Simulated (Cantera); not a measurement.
**Ignition delay**

Mixture: 4.57 % C3H8, 16.3 % O2, 61.3 % N2, 17.8 % H2O, at 5.00 bar, adiabatic and at constant volume. Ignition delay is the time to a rise of 400 K.

Computed with Cantera and GRI-Mech 3.0 (53 species, 325 reactions). GRI-Mech 3.0 was tuned for natural gas; its chemistry of propane as a main component is partial and can be far from experiment.

| T0 (K) | delay (ms) |
|---|---|
| 1125 | 12.2 |
| 1225 | 1.81 |
| 1325 | 0.336 |
| 1425 | 0.0826 |
| 1525 | 0.0268 |
| 1625 | 0.0110 |
| 1725 | 0.00549 |
| 1825 | 0.00320 |

* **apparent activation energy between 1625 and 1825 K**: 150 kJ/mol
